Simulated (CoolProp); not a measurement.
Vapour-liquid equilibrium of o-xylene (1) + n-undecane (2) at 0.787 MPa; x and y are mole fractions of (1).

Values from CoolProp's multi-fluid Helmholtz-energy mixture model, Zhou 2012 and Aleksandrov 2011; pair parameters Bell 2016.

Task: Give the bubble temperature and the first vapour's composition at x = 0.2, 0.35, 0.5. Is there an azeotrope?

Result: x = 0.2: 288.2 °C, y = 0.312; x = 0.35: 278.3 °C, y = 0.509; x = 0.5: 269.0 °C, y = 0.669. No azeotrope shows between x = 0.05 and 0.95.

The pair parameters rest on a limited set of measurements; away from them the model extrapolates.
